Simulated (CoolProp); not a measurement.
Aqueous magnesium chloride as a coolant, at 19 °C, 1 atm.

Values from CoolProp's Melinder's fits for secondary coolants.

```tsv
mass %	freezing point (°C)	density (kg/m³)	viscosity (mPa s)	conductivity (W/(m K))	Prandtl number
1.8	-1.1	1013	1.15	0.592	7.95
4.6	-2.7	1037	1.23	0.587	8.21
7.3	-5.0	1060	1.34	0.581	8.65
10	-8.3	1084	1.54	0.575	9.66
12.8	-12.7	1109	1.82	0.567	11.1
15.5	-17.8	1133	2.08	0.559	12.3
18.3	-24.1	1159	2.36	0.551	13.6
21	-31.9	1185	3.02	0.543	17.0
```
